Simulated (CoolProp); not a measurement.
Saturated liquid density (kg/m³) of octamethyltrisiloxane (MDM): the reference equation beside estimates from Tc = 565.4 K, pc = 1.438 MPa, ω = 0.528. Rackett uses Z = 0.29056 − 0.08775 ω.

Values from CoolProp's reference Helmholtz-energy equation of state, Thol 2017.

```tsv
T (K)	reference	Rackett	van der Waals	Redlich-Kwong	Soave-Redlich-Kwong	Peng-Robinson
394.3	712.9	806.6	413.8	600.2	650.4	735.1
397.3	709.4	802.5	411.9	596.8	647.3	731.7
400.3	705.9	798.4	410.0	593.4	644.1	728.2
403.3	702.3	794.3	408.0	589.9	640.9	724.7
406.3	698.8	790.1	406.0	586.4	637.6	721.1
409.3	695.2	785.9	404.1	582.9	634.3	717.5
412.3	691.6	781.7	402.0	579.3	630.9	713.7
415.3	688.0	777.4	400.0	575.6	627.4	710.0
418.3	684.3	773.1	397.9	572.0	623.9	706.1
421.3	680.6	768.8	395.9	568.2	620.3	702.2
424.3	676.8	764.4	393.8	564.5	616.6	698.2
```

Absolute difference from the reference over all 11 rows, mean and median: Rackett 13.0 and 13.0 %, van der Waals 41.9 and 41.9 %, Redlich-Kwong 16.2 and 16.2 %, Soave-Redlich-Kwong 8.8 and 8.8 %, Peng-Robinson 3.2 and 3.2 %.
